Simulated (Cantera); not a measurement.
A freely propagating, adiabatic, planar premixed flame of 7.09 % CH4, 0.213 % C2H6, 1.13 % C3H8, 18.7 % O2, 70.4 % N2, 2.41 % H2O, equivalence ratio 1.1, unburnt at 648 K and 760 Torr; mixture-averaged transport, grid criteria slope 0.08 and curve 0.16, no radiation.

Detailed kinetics in Cantera: GRI-Mech 3.0 (53 species, 325 reactions). GRI-Mech 3.0 was tuned for natural gas; its chemistry of propane as a main component is partial and can be far from experiment. Burning velocities carry a grid error of a few per cent, more on coarse grids.

Question: Predict: laminar burning velocity; thermal thickness; peak x(C2H); peak x(CH2O).

Answer: 
- laminar burning velocity = 153 cm/s
- thermal thickness = 0.306 mm
- peak x(C2H) = 2.16e-6
- peak x(CH2O) = 0.00142
